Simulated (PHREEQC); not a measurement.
Dissolve 0.15 mol/kgw Cu(NO3)2 and 0.28 mol/kgw HCl at 80 °C. Closed to the air; pH follows from the charge balance.

The numbers come from PHREEQC with the ion-association model, wateq4f.dat.

Precipitation was switched off in this run.

Question: Order these Cl species by the share of Cl that they hold, largest first: CuCl+, Cl-, CuCl2.

Answer: Cl- (70 %), CuCl+ (27 %), CuCl2 (3.0 %)

The pH is 0.68 and the ionic strength 0.567 mol/kgw. At this temperature some constants are extrapolated from 25 °C, and those without enthalpy data are left unchanged.
